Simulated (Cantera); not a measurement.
# Tantalum, niobium, vanadium and zirconium in process gases: Ta(OEt)₅ + O₂ + H₂

Charge: 1 mol Ta(OEt)₅, 1.4 mol O₂, 160 mol H₂, at 713 Torr.

Equilibrium computed with Cantera from the NASA thermochemical tables; the gas is ideal and each condensed phase is pure. Candidate condensed phases: C, C₆H₆, C₇H₈, C₈H₁₈, H₂O, Ta, TaC, Ta₂O₅; 113 gas species. The feed counts by its element totals alone. TaC: taken at fixed stoichiometry. Condensed phases not in the tables: Ta₂C. Rates play no part.

From 1523 K to 2023 K the condensed part is C(graphite) + TaC(s).

| T (K) | x H₂ | x CO | x CH₄ | x H | x C₂H₂ (acetylene) | x H₂O | x CH₃ | n C(graphite) | n TaC(s) |
|---|---|---|---|---|---|---|---|---|---|
| 1523 | 0.955 | 0.0433 | 0.00199 | 2.32e-5 | 1.13e-5 | 5.73e-5 | 9.82e-7 | 0.847 | 1.00 |
| 1573 | 0.955 | 0.0433 | 0.00159 | 4.08e-5 | 1.97e-5 | 4.08e-5 | 1.38e-6 | 0.913 | 1.00 |
| 1623 | 0.955 | 0.0433 | 0.00129 | 6.93e-5 | 3.33e-5 | 2.98e-5 | 1.90e-6 | 0.961 | 1.00 |
| 1673 | 0.955 | 0.0433 | 0.00105 | 0.000114 | 5.44e-5 | 2.21e-5 | 2.56e-6 | 0.993 | 1.00 |
| 1723 | 0.956 | 0.0433 | 0.000873 | 0.000183 | 8.65e-5 | 1.67e-5 | 3.39e-6 | 1.01 | 1.00 |
| 1773 | 0.956 | 0.0433 | 0.000731 | 0.000285 | 0.000134 | 1.28e-5 | 4.42e-6 | 1.02 | 1.00 |
| 1823 | 0.955 | 0.0433 | 0.000619 | 0.000434 | 0.000202 | 1.00e-5 | 5.68e-6 | 1.02 | 1.00 |
| 1873 | 0.955 | 0.0433 | 0.000528 | 0.000647 | 0.000298 | 7.91e-6 | 7.20e-6 | 0.996 | 1.00 |
| 1923 | 0.955 | 0.0433 | 0.000455 | 0.000944 | 0.000431 | 6.33e-6 | 9.00e-6 | 0.960 | 1.00 |
| 1973 | 0.954 | 0.0432 | 0.000395 | 0.00135 | 0.000611 | 5.12e-6 | 1.11e-5 | 0.905 | 1.00 |
| 2023 | 0.954 | 0.0432 | 0.000345 | 0.00190 | 0.000852 | 4.19e-6 | 1.36e-5 | 0.827 | 1.00 |
x: gas mole fraction; n: condensed amount in mol.
